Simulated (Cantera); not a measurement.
A closed system holds: 1 mol BN, a varied amount of Cl2, equilibrated at 575 °C and 4.50e-5 bar.

Method: chemical equilibrium by Gibbs-energy minimisation in Cantera with the NASA 1993 tables (ideal gas, pure condensed phases). Candidate condensed phases: B, BN; 10 gas species. Kinetics and transport are ignored.

At 4.3 mol Cl2, list the 4 most abundant gas species with their mole fractions, and the condensed phases.

Cl2 0.649, BCl3 0.232, N2 0.116, Cl 0.00322. Condensed: gas only.
